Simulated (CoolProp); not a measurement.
Vapour-liquid equilibrium of hydrogen chloride (1) + n-butane (2) at 4.03 bar; x and y are mole fractions of (1).

The numbers come from the multi-fluid Helmholtz-energy mixture model, Thol 2018 and Bücker 2006; pair parameters Bell 2016 in CoolProp.

```json
[
 {"x": "0.05", "bubble temperature, mixture model (K)": "286.1", "bubble temperature, Raoult's law (K)": "292.6", "y, mixture model": "0.586", "y, Raoult's law": "0.518"},
 {"x": "0.15", "bubble temperature, mixture model (K)": "250.2", "bubble temperature, Raoult's law (K)": "267.4", "y, mixture model": "0.905", "y, Raoult's law": "0.826"},
 {"x": "0.25", "bubble temperature, mixture model (K)": "235.1", "bubble temperature, Raoult's law (K)": "253.1", "y, mixture model": "0.958", "y, Raoult's law": "0.916"},
 {"x": "0.35", "bubble temperature, mixture model (K)": "228.3", "bubble temperature, Raoult's law (K)": "243.7", "y, mixture model": "0.973", "y, Raoult's law": "0.953"},
 {"x": "0.45", "bubble temperature, mixture model (K)": "225.0", "bubble temperature, Raoult's law (K)": "236.8", "y, mixture model": "0.979", "y, Raoult's law": "0.972"},
 {"x": "0.55", "bubble temperature, mixture model (K)": "223.3", "bubble temperature, Raoult's law (K)": "231.4", "y, mixture model": "0.982", "y, Raoult's law": "0.983"},
 {"x": "0.65", "bubble temperature, mixture model (K)": "222.2", "bubble temperature, Raoult's law (K)": "227.1", "y, mixture model": "0.984", "y, Raoult's law": "0.990"},
 {"x": "0.75", "bubble temperature, mixture model (K)": "221.0", "bubble temperature, Raoult's law (K)": "223.5", "y, mixture model": "0.986", "y, Raoult's law": "0.994"},
 {"x": "0.85", "bubble temperature, mixture model (K)": "219.6", "bubble temperature, Raoult's law (K)": "220.4", "y, mixture model": "0.990", "y, Raoult's law": "0.997"},
 {"x": "0.95", "bubble temperature, mixture model (K)": "217.7", "bubble temperature, Raoult's law (K)": "217.7", "y, mixture model": "0.996", "y, Raoult's law": "0.999"}
]
```

The largest gap from Raoult's law is -18.0 K in bubble temperature, at x = 0.25. No azeotrope shows between x = 0.05 and 0.95.

The pair parameters rest on a limited set of measurements; away from them the model extrapolates. With so large a gap from Raoult's law the liquid may split in two, which this calculation doesn't test in full.
